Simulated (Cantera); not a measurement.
Feed: 1 mol SiCl4, 0.11 mol NO, held at 0.133 bar.

Cantera equilibrium calculation (NASA polynomials, part measured and part estimated; ideal gas, pure solids and liquids). Candidate condensed phases: Si, SiO2, Si2N2O, Si3N4; 23 gas species. Rates play no part. All values below are at 773 K.

Base state: SiCl4 0.851, Cl2 0.0991, N2 0.0495 (mole fractions); condensed: SiO2(α-quartz).

Question: What changes in the equilibrium state with this change: SiCl4 replaced by SiF4?

Answer: 
```json
[
 {"species": "SiF4", "before": "0", "after": "0.901"},
 {"species": "O2", "before": "<1e-9", "after": "0.0495"},
 {"species": "N2", "before": "0.0495", "after": "0.0495"},
 {"species": "SiCl4", "before": "0.851", "after": "0"},
 {"species": "Cl2", "before": "0.0991", "after": "0"},
 {"species": "SiO2(α-quartz), mol", "before": "0.0550", "after": "0"}
]
```
